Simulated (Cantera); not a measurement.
Charge: 1 mol TiO2, 0.4 mol H2, 11 mol N2, equilibrated at 1000 Pa.

Method: chemical equilibrium by Gibbs-energy minimisation in Cantera with the NASA 1993 tables (ideal gas, pure condensed phases). Candidate condensed phases: H2O, Ti, TiN, TiO, TiO2, Ti2O3, Ti3O5, Ti4O7; 27 gas species. Mutual solubility and eutectic melting of coexisting phases are not modelled. Condensed phases not in the tables: Magnéli phases beyond Ti4O7. Equilibrium is a limit: real reactors are often held back by kinetics, nucleation or transport.

Over these rows the condensed part is TiO2(rutile) + Ti4O7(s). Partial pressures as log10 of bar:

```tsv
T (K)	1000/T (1/K)	log p H2O	log p N2	log p H2
1048	0.9542	-7.27	-2.02	-3.45
1148	0.8711	-6.69	-2.02	-3.46
1248	0.8013	-6.20	-2.02	-3.46
1348	0.7418	-5.79	-2.02	-3.46
1448	0.6906	-5.43	-2.02	-3.46
1548	0.6460	?	-2.02	-3.46
```

Q: Fit log p(H2O) = a + b·(1000/T) to the five rows, give the apparent enthalpy, and predict the row at 1548 K.

A: Means: 1000/T = 0.8118, log p = -6.276. Sxy = -0.303449, Sxx = 0.0434939, so b = -6.98 and a = -6.276 − (-6.98)×0.8118 = -0.61.
Apparent enthalpy: −19.145 × (-6.98) = 134 kJ/mol. With the condensed phases at unit activity, 4 TiO2(rutile) + H2(g) = H2O(g) + Ti4O7(s) links this pressure to the main gases: over the six rows their terms move log p by -0.01 in all, so the slope is close to that reaction's ΔH°. The five rows lie within 0.01 of the line.
Prediction at 1548 K: -0.61 + (-6.98)×0.6460 = -5.12. The computed value is -5.11, 0.01 from the line.
